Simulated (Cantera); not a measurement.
Cantera run:

```python
import numpy as np
import cantera as ct

gas_names = """
    O2 CO SiO AL2O VO2
""".split()
cond_names = """
    C(gr) Ti(a) Ti(b) Ti(L) Ti2O3(a) Ti2O3(b) Ti2O3(L) Si(cr) Si(L) Nb(cr) Nb(L) NbO2(I) NbO2(II)
    NbO2(III) NbO2(L) AL(cr) AL(L) V(cr) V(L)
""".split()


# ... load() reads the species with a 1 bar reference pressure and builds the phases ...
species = {s.name: s for s in load("nasa_gas.yaml", gas_names) + load("nasa_condensed.yaml", cond_names)}
# Each term lists the table entries of one substance; the one whose range holds T is used.
reactions = {
    '2 C + O2(g) = 2 CO(g)':
        [(-2, ['C(gr)']), (-1, ['O2']), (2, ['CO'])],
    '1.333 Ti + O2(g) = 0.6667 Ti2O3':
        [(-1.3333333333333333, ['Ti(a)', 'Ti(b)', 'Ti(L)']), (-1, ['O2']), (0.6666666666666666, ['Ti2O3(a)', 'Ti2O3(b)', 'Ti2O3(L)'])],
    '2 Si + O2(g) = 2 SiO(g)':
        [(-2, ['Si(cr)', 'Si(L)']), (-1, ['O2']), (2, ['SiO'])],
    'Nb + O2(g) = NbO2':
        [(-1, ['Nb(cr)', 'Nb(L)']), (-1, ['O2']), (1, ['NbO2(I)', 'NbO2(II)', 'NbO2(III)', 'NbO2(L)'])],
    '4 Al + O2(g) = 2 Al2O(g)':
        [(-4, ['AL(cr)', 'AL(L)']), (-1, ['O2']), (2, ['AL2O'])],
    'V + O2(g) = VO2(g)':
        [(-1, ['V(cr)', 'V(L)']), (-1, ['O2']), (1, ['VO2'])],
}


def pick(names, T):
    return next(species[n] for n in names if species[n].thermo.min_temp <= T <= species[n].thermo.max_temp)


results = []
for label, terms in reactions.items():
    print(label)
    print("     T/K   dH/kJ  dS/(J/K)   dG/kJ   log10 K")
    for T in [750, 825, 900, 975, 1050, 1125, 1200, 1275, 1350, 1425]:
        used = [(nu, pick(names, T)) for nu, names in terms]
        dH = sum(nu * s.thermo.h(T) for nu, s in used) / 1e6
        dS = sum(nu * s.thermo.s(T) for nu, s in used) / 1e3
        dG = dH - T * dS / 1e3
        logK = -dG * 1e6 / (ct.gas_constant * T * np.log(10))
        results.append((label, T, dH, dS, dG, logK, [s.name for _, s in used]))
        print(f"{T:8g} {dH:8.1f} {dS:8.1f} {dG:8.1f} {logK:8.2f}")
```

Result:

```
2 C + O2(g) = 2 CO(g)
     T/K   dH/kJ  dS/(J/K)   dG/kJ   log10 K
     750   -221.4    179.6   -356.1    24.80
     825   -222.1    178.7   -369.5    23.39
     900   -222.8    177.8   -382.9    22.22
     975   -223.7    176.9   -396.2    21.22
    1050   -224.6    176.0   -409.4    20.37
    1125   -225.5    175.2   -422.6    19.62
    1200   -226.4    174.4   -435.7    18.96
    1275   -227.4    173.6   -448.7    18.38
    1350   -228.4    172.8   -461.7    17.86
    1425   -229.4    172.1   -474.6    17.40
1.333 Ti + O2(g) = 0.6667 Ti2O3
     T/K   dH/kJ  dS/(J/K)   dG/kJ   log10 K
     750  -1005.3   -178.3   -871.6    60.70
     825  -1003.7   -176.3   -858.3    54.34
     900  -1002.2   -174.5   -845.1    49.05
     975  -1000.7   -172.9   -832.1    44.58
    1050   -999.3   -171.6   -819.2    40.75
    1125   -998.4   -170.7   -806.4    37.44
    1200  -1002.2   -174.0   -793.4    34.53
    1275  -1000.3   -172.5   -780.4    31.97
    1350   -998.6   -171.2   -767.5    29.70
    1425   -996.9   -170.0   -754.7    27.66
2 Si + O2(g) = 2 SiO(g)
     T/K   dH/kJ  dS/(J/K)   dG/kJ   log10 K
     750   -206.9    168.4   -333.2    23.21
     825   -208.0    167.0   -345.8    21.89
     900   -209.2    165.6   -358.2    20.79
     975   -210.4    164.3   -370.6    19.85
    1050   -211.7    163.1   -382.9    19.05
    1125   -212.9    161.9   -395.1    18.34
    1200   -214.3    160.8   -407.2    17.72
    1275   -215.6    159.7   -419.2    17.17
    1350   -217.0    158.6   -431.1    16.68
    1425   -218.5    157.6   -443.0    16.24
Nb + O2(g) = NbO2
     T/K   dH/kJ  dS/(J/K)   dG/kJ   log10 K
     750   -789.9   -177.7   -656.7    45.73
     825   -788.6   -175.9   -643.4    40.74
     900   -787.0   -174.1   -630.3    36.58
     975   -785.3   -172.3   -617.3    33.07
    1050   -783.4   -170.4   -604.5    30.07
    1125   -777.9   -165.4   -591.8    27.48
    1200   -775.7   -163.5   -579.5    25.23
    1275   -774.3   -162.4   -567.3    23.24
    1350   -773.0   -161.4   -555.2    21.48
    1425   -771.7   -160.4   -543.1    19.91
4 Al + O2(g) = 2 Al2O(g)
     T/K   dH/kJ  dS/(J/K)   dG/kJ   log10 K
     750   -302.3    162.7   -424.3    29.55
     825   -305.1    159.2   -436.4    27.63
     900   -308.3    155.4   -448.2    26.01
     975   -354.4    106.0   -457.8    24.53
    1050   -357.5    103.0   -465.7    23.17
    1125   -360.5    100.2   -473.3    21.97
    1200   -363.5     97.6   -480.7    20.92
    1275   -366.6     95.2   -487.9    19.99
    1350   -369.6     92.9   -495.0    19.15
    1425   -372.6     90.7   -501.9    18.40
V + O2(g) = VO2(g)
     T/K   dH/kJ  dS/(J/K)   dG/kJ   log10 K
     750   -236.3     23.5   -253.9    17.68
     825   -236.9     22.8   -255.7    16.19
     900   -237.5     22.0   -257.3    14.94
     975   -238.2     21.3   -259.0    13.87
    1050   -238.9     20.6   -260.5    12.96
    1125   -239.6     20.0   -262.1    12.17
    1200   -240.4     19.3   -263.5    11.47
    1275   -241.3     18.6   -264.9    10.85
    1350   -242.2     17.9   -266.3    10.30
    1425   -243.2     17.2   -267.6     9.81
```

Cantera with NASA thermochemical tables; ideal gases at 1 bar, condensed phases pure. Condensed species are held in their standard states even where they would react or evaporate.
